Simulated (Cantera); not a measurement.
Input: 1 mol c-C4F8, 0.95 mol F2, equilibrated at 823.15 K and 0.000110 bar.

Method: chemical equilibrium by Gibbs-energy minimisation in Cantera with the NASA 1993 tables (ideal gas, pure condensed phases). Candidate condensed phases: C; 13 gas species. The feed counts by its element totals alone. Condensed phases not in the tables: fluorocarbon polymer. Gases not in the tables: C2F6 and larger saturated fluorocarbons. Kinetics and transport are ignored.

Base state: CF4 1.00 (mole fractions); condensed: C(graphite).

Q: What changes in the equilibrium state with this change: temperature from 823.15 K to 2500 K?

A: 
```tsv
species	before	after
F	<1e-9	0.951
CF	<1e-9	0.0311
CF2	<1e-9	0.0113
CF4	1.00	1.58e-7
C3	<1e-9	0.00452
C	<1e-9	0.00151
C(graphite), mol	1.52	3.43
```

Q: What changes in the equilibrium state with this change: temperature from 823.15 K to 3148 K?

A: 
| species | before | after |
|---|---|---|
| F | <1e-9 | 0.748 |
| C | <1e-9 | 0.202 |
| C3 | <1e-9 | 0.0191 |
| CF4 | 1.00 | <1e-9 |
| C2 | <1e-9 | 0.0175 |
| CF | <1e-9 | 0.0133 |
| CF2 | <1e-9 | 2.13e-5 |
| C4 | <1e-9 | 1.11e-5 |
| C(graphite), mol | 1.52 | 0 |
